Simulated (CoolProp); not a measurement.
R236FA along the isotherm 126.85 °C: fugacity coefficient from the reference equation and from simpler models built on Tc = 124.9 °C, pc = 3.191 MPa, ω = 0.377; each cubic takes its own stable root.

The numbers come from the reference Helmholtz-energy equation of state, Pan 2012 in CoolProp.

```csv
p (MPa),phase,reference,Redlich-Kwong,Soave-Redlich-Kwong,Peng-Robinson
1.77,gas,0.8156,0.8189,0.8196,0.8030
3.55,supercritical,0.6156,0.6245,0.6269,0.6038
5.32,supercritical,0.4507,0.4668,0.4691,0.4469
7.09,supercritical,0.3677,0.3865,0.3886,0.3666
8.86,supercritical,0.3187,0.3390,0.3409,0.3187
10.6,supercritical,0.2874,0.3087,0.3105,0.2878
12.4,supercritical,0.2652,0.2874,0.2892,0.2656
14.2,supercritical,0.2496,0.2727,0.2743,0.2499
16,supercritical,0.2385,0.2623,0.2640,0.2385
```
